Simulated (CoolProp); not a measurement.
Cyclohexane at several states: fugacity coefficient from the reference equation and from simpler models built on Tc = 553.6 K, pc = 4081 kPa, ω = 0.209; each cubic takes its own stable root.

Model: reference Helmholtz-energy equation of state, Zhou 2014, in CoolProp.

| T (K) | p (kPa) | phase | reference | van der Waals | Redlich-Kwong | Soave-Redlich-Kwong | Peng-Robinson |
|---|---|---|---|---|---|---|---|
| 548.6 | 380 | gas | 0.9677 | 0.9718 | 0.9676 | 0.9675 | 0.9640 |
| 433.4 | 24.6 | gas | 0.9955 | 0.9968 | 0.9959 | 0.9957 | 0.9954 |
| 523.1 | 304 | gas | 0.9699 | 0.9747 | 0.9703 | 0.9697 | 0.9668 |
| 347.4 | 4920 | liquid | 0.01984 | 0.1113 | 0.03171 | 0.02019 | 0.01994 |
